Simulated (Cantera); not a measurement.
A freely propagating, adiabatic, planar premixed flame of 37.6 % H2, 12.5 % O2, 47.0 % N2, 2.86 % H2O, equivalence ratio 1.5, unburnt at 373 K and 195 Torr; multicomponent+Soret transport, grid criteria slope 0.08 and curve 0.16, no radiation.

Cantera simulation using the H2/O2 subset of GRI-Mech 3.0, which has no nitrogen chemistry; the numbers are that mechanism's predictions, not measurements. Burning velocities carry a grid error of a few per cent, more on coarse grids.

x: mole fraction of selected species; z is measured from the peak of heat release.

```json
[
 {"z (mm)": "-6.24", "T (K)": "373", "u (m/s)": "3.30", "x H2": "0.376", "x O2": "0.125", "x H2O": "0.0286", "x HO2": "<1e-8", "x OH": "<1e-8", "x H2O2": "<1e-8"},
 {"z (mm)": "-4.16", "T (K)": "373", "u (m/s)": "3.30", "x H2": "0.376", "x O2": "0.125", "x H2O": "0.0286", "x HO2": "<1e-8", "x OH": "<1e-8", "x H2O2": "<1e-8"},
 {"z (mm)": "-3.12", "T (K)": "373", "u (m/s)": "3.30", "x H2": "0.376", "x O2": "0.125", "x H2O": "0.0286", "x HO2": "<1e-8", "x OH": "<1e-8", "x H2O2": "<1e-8"},
 {"z (mm)": "-2.08", "T (K)": "373", "u (m/s)": "3.30", "x H2": "0.376", "x O2": "0.125", "x H2O": "0.0286", "x HO2": "1.26e-8", "x OH": "<1e-8", "x H2O2": "<1e-8"},
 {"z (mm)": "-1.04", "T (K)": "381", "u (m/s)": "3.33", "x H2": "0.367", "x O2": "0.127", "x H2O": "0.0291", "x HO2": "7.70e-5", "x OH": "1.15e-5", "x H2O2": "3.62e-6"},
 {"z (mm)": "-0.520", "T (K)": "(withheld)", "u (m/s)": "5.30", "x H2": "(withheld)", "x O2": "0.123", "x H2O": "(withheld)", "x HO2": "(withheld)", "x OH": "(withheld)", "x H2O2": "(withheld)"},
 {"z (mm)": "0", "T (K)": "1076", "u (m/s)": "8.88", "x H2": "0.223", "x O2": "0.0814", "x H2O": "0.138", "x HO2": "3.05e-5", "x OH": "0.00188", "x H2O2": "9.88e-7"},
 {"z (mm)": "0.520", "T (K)": "1358", "u (m/s)": "11.2", "x H2": "0.125", "x O2": "0.0220", "x H2O": "0.248", "x HO2": "7.29e-6", "x OH": "0.00499", "x H2O2": "8.74e-7"},
 {"z (mm)": "1.04", "T (K)": "1476", "u (m/s)": "12.1", "x H2": "0.107", "x O2": "0.00802", "x H2O": "0.275", "x HO2": "2.45e-6", "x OH": "0.00641", "x H2O2": "7.09e-7"},
 {"z (mm)": "2.08", "T (K)": "1597", "u (m/s)": "13.0", "x H2": "0.111", "x O2": "0.00525", "x H2O": "0.282", "x HO2": "1.43e-6", "x OH": "0.00767", "x H2O2": "4.89e-7"},
 {"z (mm)": "4.16", "T (K)": "1728", "u (m/s)": "13.9", "x H2": "0.117", "x O2": "0.00396", "x H2O": "0.287", "x HO2": "9.69e-7", "x OH": "0.00850", "x H2O2": "2.76e-7"},
 {"z (mm)": "8.32", "T (K)": "1859", "u (m/s)": "14.8", "x H2": "0.123", "x O2": "0.00265", "x H2O": "0.294", "x HO2": "6.13e-7", "x OH": "0.00855", "x H2O2": "1.42e-7"},
 {"z (mm)": "16.6", "T (K)": "1979", "u (m/s)": "15.6", "x H2": "0.128", "x O2": "0.00153", "x H2O": "0.301", "x HO2": "3.60e-7", "x OH": "0.00767", "x H2O2": "7.18e-8"}
]
```

What belongs in the gaps?


- -0.520, T (K): 629
- -0.520, x H2: 0.326
- -0.520, x H2O: 0.0493
- -0.520, x HO2: 0.000107
- -0.520, x OH: 0.000771
- -0.520, x H2O2: 3.35e-5
